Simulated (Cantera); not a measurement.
Cantera run:

```python
import numpy as np
import cantera as ct

gas_names = """
    B BH BH2 BH3 BN B2 H H2 N NH NH2 NH3 N2 N2H2 N2H4
""".split()
cond_names = """
    B(b) B(L) BN(s)
""".split()


# ... load() reads the species with a 1 bar reference pressure and builds the phases ...
atoms = {
    'B2H6': {'B': 2, 'H': 6},
    'N2': {'N': 2},
}
top_T = {'BN(s)': 3200}  # K; cautious upper limits of use, not melting points


# ... equilibrate(T, P, feed) seeds the gas with the atoms and calls Mixture.equilibrate('TP', solver="vcs", rtol=1e-11, max_steps=5000) ...
results = []
feed = {'B2H6': 1, 'N2': 4.3}  # mol
P = 1333.22  # Pa
for T in [1498, 1648, 1798, 1948, 2098, 2248, 2398]:
    mix = equilibrate(T, P, feed)
    results.append((T, P, feed, dict(zip(mix.species_names, mix.species_moles))))

top = {s: max(r[3][s] / sum(r[3][g] for g in gas_names) for r in results) for s in gas_names}
cols = sorted((s for s in top if top[s] > 1e-05), key=lambda s: -top[s])[:6]
seen = [c for c in cond_names if any(r[3].get(c, 0) > 1e-12 for r in results)]
print("log10 of partial pressures in bar; condensed amounts in mol")
print(f"{'T/K':>10s}" + "".join(f"{s[:9]:>10s}" for s in cols + seen))
for T, P, feed, n in results:
    ng = sum(n[g] for g in gas_names)
    print(f"{T:10.4g}" + "".join(f"{np.log10(max(n[s] / ng * P / 1e5, 1e-99)):10.3f}" for s in cols)
          + "".join(f"{n.get(c, 0):10.4g}" for c in seen))
```

Result:

```
log10 of partial pressures in bar; condensed amounts in mol
       T/K        N2        H2         H         B       BH2        BH      B(L)     BN(s)
      1498    -2.156    -2.197    -5.864   -14.805   -10.277   -14.476         0         2
      1648    -2.156    -2.198    -5.149   -12.246    -8.872   -12.304         0         2
      1798    -2.156    -2.199    -4.553   -10.117    -7.706   -10.498         0         2
      1948    -2.157    -2.202    -4.048    -8.320    -6.724    -8.976         0         2
      2098    -2.160    -2.210    -3.617    -6.782    -5.889    -7.677         0     1.999
      2248    -2.165    -2.228    -3.248    -5.451    -5.177    -6.557         0     1.995
      2398    -2.124    -2.329    -2.967    -4.506    -4.858    -5.841     1.973         0
```

Cantera equilibrium calculation (NASA polynomials, part measured and part estimated; ideal gas, pure solids and liquids). The feed counts by its element totals alone. N2 is the only nitrogen source here; it is nearly inert below about 1500 K, so the nitride shown seldom forms there in practice. The tables' values for BH2 are old estimates; treat these amounts as uncertain.
